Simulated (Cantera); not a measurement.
Input (Python, Cantera) and output of one run.

```python
import numpy as np
import cantera as ct

gas_names = [...]  # 151 gases of nasa_gas.yaml made of C, H, N, O, Si
cond_names = """
    C(gr) C6H6(L) C7H8(L) C8H18(L),n-octa H2O(s) H2O(L) Si(cr) Si(L) SiC(b) SiO2(Lqz) SiO2(hqz) SiO2(L)
    Si2N2O(s) Si3N4(a)
""".split()


# ... load() reads the species with a 1 bar reference pressure and builds the phases ...
atoms = {
    'SiC': {'Si': 1, 'C': 1},
    'H2O': {'H': 2, 'O': 1},
    'N2': {'N': 2},
    'O2': {'O': 2},
}
top_T = {'C(gr)': 4500, 'SiC(b)': 3050, 'Si2N2O(s)': 2100, 'Si3N4(a)': 2400}  # K; cautious upper limits of use, not melting points


# ... equilibrate(T, P, feed) seeds the gas with the atoms and calls Mixture.equilibrate('TP', solver="vcs", rtol=1e-11, max_steps=5000) ...
results = []
feed = {'SiC': 1, 'H2O': 0.066, 'N2': 46, 'O2': 0.11}  # mol
T = 2175  # K
P = 101325  # Pa
mix = equilibrate(T, P, feed)
results.append((T, P, feed, dict(zip(mix.species_names, mix.species_moles))))
print(gas.report(threshold=1e-06))
for i in range(1, mix.n_phases):
    print(f"{mix.phase(i).name:16s} {mix.phase_moles(i):12.5e} mol")
```

Result:

```
       temperature   2175 K
          pressure   1.0132e+05 Pa
           density   0.15703 kg/m^3
  mean mol. weight   28.027 kg/kmol
   phase of matter   gas

                          1 kg             1 kmol
                     ---------------   ---------------
          enthalpy        2.2114e+06        6.1978e+07  J
   internal energy        1.5662e+06        4.3894e+07  J
           entropy            9114.4        2.5545e+05  J/K
    Gibbs function       -1.7613e+07       -4.9362e+08  J
 heat capacity c_p            1295.3             36302  J/K
 heat capacity c_v             998.6             27987  J/K

                      mass frac. Y      mole frac. X     chem. pot. / RT
                     ---------------   ---------------   ---------------
                CO         0.0032055         0.0032074           -39.833
                 H        6.2172e-06        0.00017286           -13.203
               HCN        0.00011496        0.00011921           -31.874
               HNC        8.7445e-06        9.0682e-06           -31.874
                H2        9.1389e-05         0.0012705           -26.406
                N2           0.99148           0.99193           -27.222
                Si        0.00023435        0.00023386           -6.5539
               SiH        4.0491e-06        3.9007e-06           -19.757
               SiN        6.2476e-05        4.1599e-05           -20.165
               SiO         0.0046565         0.0029604           -41.327
               Si2        5.8655e-06        2.9266e-06           -13.108
              Si2C        3.0606e-05        1.2581e-05           -18.167
              Si2N        9.6423e-05        3.8508e-05           -26.719
     [ +138 minor]        3.0637e-06        1.7791e-06

C(gr)             0.00000e+00 mol
Si(L)             0.00000e+00 mol
SiC(b)            8.44672e-01 mol
SiO2(L)           0.00000e+00 mol
Si3N4(a)          0.00000e+00 mol
```

Cantera equilibrium calculation (NASA polynomials, part measured and part estimated; ideal gas, pure solids and liquids). The tables' values for SiN are old estimates; treat these amounts as uncertain.
